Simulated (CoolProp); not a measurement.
A simple Rankine cycle with water: condensing at 308.15 K, boiler at 1.27 MPa, turbine inlet 468.6 K, turbine efficiency 0.85, pump efficiency 0.6, no recuperator. Each further row changes one setting.

Values from CoolProp's reference Helmholtz-energy equation of state, Wagner 2002.

```tsv
case	thermal efficiency (%)	net work (kJ/kg)	heat in (kJ/kg)	turbine exit temperature (K)	volume ratio over the turbine
as stated	[?]	674	2650	308.1	131
turbine inlet 488.6 K	25.5	690	2700	308.1	126
condensing temperature 300.15 K	[?]	716	2680	300.2	[?]
boiler pressure 0.889 MPa	24.0	642	2680	308.1	91.9
turbine efficiency 0.75	[?]	595	2650	308.1	136
```

Q: Some entries are withheld; supply them.

A: 
- as stated, thermal efficiency (%): 25.4
- condensing temperature 300.15 K, thermal efficiency (%): 26.7
- condensing temperature 300.15 K, volume ratio over the turbine: 199
- turbine efficiency 0.75, thermal efficiency (%): 22.4

The expansion ends wet for: as stated; turbine inlet 488.6 K; condensing temperature 300.15 K; boiler pressure 0.889 MPa; turbine efficiency 0.75.
